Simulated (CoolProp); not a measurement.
c-C4F8 (RC318) along the isobar 1.59 MPa: fugacity coefficient from the reference equation and from simpler models built on Tc = 115.2 °C, pc = 2.778 MPa, ω = 0.355; each cubic takes its own stable root.

The numbers come from the reference Helmholtz-energy equation of state, Platzer 1990 in CoolProp. This equation is an older, rougher fit; its heat capacities, sound speeds and derivatives of the liquid may be far off and weren't checked against measurements.

```csv
T (°C),phase,reference
31.35,liquid,0.2294
39.45,liquid,0.2843
47.55,liquid,0.3466
55.55,liquid,0.4155
63.65,liquid,0.4923
71.75,liquid,0.5756
79.85,liquid,0.6647
96.05,gas,0.7760
```

Task: How far does each simpler model (Soave-Redlich-Kwong, Peng-Robinson) lie from the reference over these 8 states: mean and median of the absolute difference, and the worst?

Result: 
- Soave-Redlich-Kwong: mean 0.8 %, median 0.9 %, worst +1.0 % at 55.55 °C and 1.59 MPa
- Peng-Robinson: mean 2.0 %, median 1.9 %, worst -2.7 % at 96.05 °C and 1.59 MPa
